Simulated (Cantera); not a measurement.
A closed system holds: 1 mol C2H4, 1.6 mol H2, at 550 °C and 1330 Pa.

Method: chemical equilibrium by Gibbs-energy minimisation in Cantera with the NASA 1993 tables (ideal gas, pure condensed phases). Candidate condensed phases: C, C6H6, C7H8, C8H18; 76 gas species. The numbers say what is thermodynamically allowed, not how fast it happens.

Base state: H2 0.988, CH4 0.0121 (mole fractions); condensed: C(graphite).

**Question.** What changes in the equilibrium state with this change: pressure from 1330 Pa to 33000 Pa?

**Answer.** 
```csv
species,before,after
H2,0.988,0.802
CH4,0.0121,0.198
"C(graphite), mol",1.96,1.40
```
